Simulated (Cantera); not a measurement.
**Carbothermic reduction: MgO + C + H2 + CH4**

Input: 1 mol MgO, 0.54 mol C, 0.13 mol H2, 2.1 mol CH4, held at 0.860 bar.

Method: chemical equilibrium by Gibbs-energy minimisation in Cantera with the NASA 1993 tables (ideal gas, pure condensed phases). Candidate condensed phases: C, C6H6, C7H8, C8H18, H2O, Mg, MgCO3, MgO, Mg(OH)2; 116 gas species. The tables' values for MgH are old estimates; treat these amounts as uncertain. Equilibrium is a limit: real reactors are often held back by kinetics, nucleation or transport.

```
T (K)   x H2    x CO    x Mg     x MgH  n C(graphite)  n MgO(s)
-----  -----  ------  ------  --------  -------------  --------
1700   0.966  0.0164  0.0162  0.000185           2.56     0.927
1750   0.938  0.0305  0.0302  0.000354           2.50     0.859
1800   0.889  0.0548  0.0542  0.000643           2.37     0.733
1850   0.808  0.0953  0.0942   0.00110           2.13     0.491
1900   0.683   0.158   0.156   0.00174           1.64         0
1950   0.682   0.158   0.156   0.00180           1.63         0
2000   0.682   0.158   0.156   0.00186           1.63         0
```
x: gas mole fraction; n: condensed amount in mol.

From 1700 K to 1850 K the condensed part is C(graphite) + MgO(s). From 1900 K to 2000 K the condensed part is C(graphite). The main Mg-bearing gas is Mg throughout.
